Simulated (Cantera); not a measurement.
Charge: 1 mol SiF4, 16 mol NO, 9.8 mol H2, at 26.0 mbar.

Cantera equilibrium calculation (NASA polynomials, part measured and part estimated; ideal gas, pure solids and liquids). Candidate condensed phases: H2O, Si, SiO2, Si2N2O, Si3N4; 58 gas species. The numbers say what is thermodynamically allowed, not how fast it happens. All values below are at 948 K.

Base state: N2 0.350, H2O 0.344, HF 0.168, O2 0.136, SiF4 0.00164 (mole fractions); condensed: SiO2(β-quartz).

Q: What changes in the equilibrium state with this change: H2 from 9.8 to 6.6 mol?

A: 
```csv
species,before,after
N2,0.350,0.377
H2O,0.344,0.225
O2,0.136,0.222
HF,0.168,0.172
SiF4,0.00164,0.00417
NO,9.16e-6,1.22e-5
"SiO2(β-quartz), mol",0.962,0.912
```
